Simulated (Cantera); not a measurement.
# Equilibrium for chlorosilane synthesis and conversion: SiCl₄ + Cl₂ + H₂

A closed system holds: 1 mol SiCl₄, 3 mol Cl₂, 19 mol H₂, equilibrated at 101000 Pa.

Cantera equilibrium calculation (NASA polynomials, part measured and part estimated; ideal gas, pure solids and liquids). Candidate condensed phases: Si; 19 gas species. The tables' values for SiCl₃ are old estimates; treat these amounts as uncertain. Rates play no part.

```
T (°C)   x H₂  x HCl  x SiCl₄   x SiCl₂   x SiCl₃  x SiHCl₃
------  -----  -----  -------  --------  --------  --------
227     0.696  0.261   0.0435    <1e-12    <1e-12   1.85e-7
327     0.696  0.261   0.0435    <1e-12  1.21e-11   3.19e-6
427     0.696  0.261   0.0435    <1e-12   1.94e-9   2.37e-5
527     0.696  0.261   0.0434  1.90e-11   8.62e-8  0.000104
627     0.695  0.261   0.0432   2.89e-9   1.62e-6  0.000326
727     0.695  0.262   0.0427   1.56e-7   1.65e-5  0.000798
827     0.694  0.263   0.0417   3.92e-6  0.000108   0.00163
927     0.692  0.264   0.0400   5.51e-5  0.000502   0.00285
1027    0.689  0.268   0.0368  0.000478   0.00172   0.00432
1127    0.682  0.275   0.0308   0.00261   0.00435   0.00540
1227    0.669  0.288   0.0214   0.00863   0.00762   0.00514
1327    0.654  0.304   0.0117    0.0178   0.00919   0.00363
1427    0.642  0.316  0.00529    0.0262   0.00839   0.00208
```
x: gas mole fraction; nothing condenses.

From 227 °C to 1427 °C nothing is condensed. The main Si-bearing gas is SiCl₄ at 227 °C and SiCl₂ at 1427 °C.
